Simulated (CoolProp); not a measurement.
R1224YDZ along the isotherm 473.1 K: Z from the reference equation and from simpler models built on Tc = 428.7 K, pc = 3.334 MPa, ω = 0.325; each cubic takes its own stable root.

Model: reference Helmholtz-energy equation of state, Akasaka 2023, in CoolProp.

```
p (MPa)          phase  reference
-------  -------------  ---------
0.0264             gas     0.9981
0.0469             gas     0.9966
0.0834             gas     0.9939
0.148              gas     0.9891
0.264              gas     0.9804
0.469              gas     0.9650
0.834              gas     0.9368
1.48               gas     0.8849
2.64               gas     0.7843
4.69     supercritical     0.5768
8.34     supercritical     0.4198
```

**Question.** How far does each simpler model (van der Waals, Soave-Redlich-Kwong, Peng-Robinson) lie from the reference over these 11 states: mean and median of the absolute difference, and the worst?

**Answer.** 
- van der Waals: mean 3.9 %, median 0.1 %, worst +24.8 % at 473.1 K and 8.34 MPa
- Soave-Redlich-Kwong: mean 2.3 %, median 0.1 %, worst +20.2 % at 473.1 K and 8.34 MPa
- Peng-Robinson: mean 1.6 %, median 0.4 %, worst +10.7 % at 473.1 K and 8.34 MPa
